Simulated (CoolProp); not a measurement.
The numbers come from the reference Helmholtz-energy equation of state, Lemmon 2005 in CoolProp.

Give the vapour pressure (MPa), liquid density (kg/m³), enthalpy of vaporisation (kJ/kg), vapour Z of saturated R125 at -25.95, -17.55, -11.25 °C.


```
T (°C)  p (MPa)  liquid density (kg/m³)  enthalpy of vaporisation (kJ/kg)  vapour Z
------  -------  ----------------------  --------------------------------  --------
-25.95    0.268                    1430                               151     0.916
-17.55    0.369                    1400                               146     0.895
-11.25    0.462                    1370                               141     0.878
```
